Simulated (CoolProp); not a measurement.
The fluid at 298.15 K and 0.219 MPa is compressed adiabatically to 1.09 MPa with isentropic efficiency 0.85. The same conditions are run with several fluids, on thermodynamics alone (safety and materials aside).

Computed with CoolProp (reference Helmholtz-energy equation of state of each fluid (fluoroethane (R161): Wu 2012; carbon dioxide: Span 1996; methane: Setzmann 1991)).

```
fluid                work (kJ/kg)  final temperature (K)  final density (kg/m³)
-------------------  ------------  ---------------------  ---------------------
fluoroethane (R161)           103                  381.7                   17.9
carbon dioxide                125                  438.7                   13.3
methane                       350                  442.6                   4.76
```
